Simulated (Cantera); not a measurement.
What does this Cantera script print?

```python
import numpy as np
import cantera as ct

gas_names = """
    Fe H H2 H2S N NH NH2 NH3 N2 N2H2 N2H4 S SH SN S2 S8
""".split()
cond_names = """
    Fe(a) Fe(c) Fe(d) Fe(L) FeS(a) FeS(b) FeS(c) FeS(L) FeS2(s) S(cr1) S(cr2) S(L)
""".split()


# ... load() reads the species with a 1 bar reference pressure and builds the phases ...
atoms = {
    'Fe': {'Fe': 1},
    'NH3': {'N': 1, 'H': 3},
    'N2': {'N': 2},
    'H2S': {'H': 2, 'S': 1},
}
top_T = {'FeS2(s)': 1010}  # K; cautious upper limits of use, not melting points


# ... equilibrate(T, P, feed) seeds the gas with the atoms and calls Mixture.equilibrate('TP', solver="vcs", rtol=1e-11, max_steps=5000) ...
results = []
feed = {'Fe': 1, 'NH3': 0.25, 'N2': 2.4, 'H2S': 0.56}  # mol
T = 1575  # K
P = 133.322  # Pa
mix = equilibrate(T, P, feed)
results.append((T, P, feed, dict(zip(mix.species_names, mix.species_moles))))
print(gas.report(threshold=1e-06))
for i in range(1, mix.n_phases):
    print(f"{mix.phase(i).name:16s} {mix.phase_moles(i):12.5e} mol")
```

Output:

```
       temperature   1575 K
          pressure   133.32 Pa
           density   0.00022975 kg/m^3
  mean mol. weight   22.566 kg/kmol
   phase of matter   gas

                          1 kg             1 kmol
                     ---------------   ---------------
          enthalpy        2.0127e+06        4.5419e+07  J
   internal energy        1.4324e+06        3.2323e+07  J
           entropy             12861        2.9024e+05  J/K
    Gibbs function       -1.8244e+07        -4.117e+08  J
 heat capacity c_p            1532.5             34583  J/K
 heat capacity c_v            1164.1             26269  J/K

                      mass frac. Y      mole frac. X     chem. pot. / RT
                     ---------------   ---------------   ---------------
                Fe         0.0012683        0.00051249            -6.682
                 H        2.5693e-05        0.00057521           -13.366
                H2          0.022818           0.25542           -26.731
               H2S         0.0064781         0.0042901           -42.395
                N2           0.87489           0.70477           -33.133
                 S        0.00064935        0.00045707           -15.664
                SH         0.0028505         0.0019453           -29.029
                S2          0.091014          0.032032           -31.328
     [   +8 minor]        3.6199e-07        1.8191e-07

Fe(c)             6.91665e-01 mol
FeS(L)            3.06499e-01 mol
S(L)              0.00000e+00 mol
```

Method: chemical equilibrium by Gibbs-energy minimisation in Cantera with the NASA 1993 tables (ideal gas, pure condensed phases). Metal and sulfide melt together well below either melting point, which pure phases cannot show. Mutual solubility and eutectic melting of coexisting phases are not modelled. FeS: taken at fixed stoichiometry.
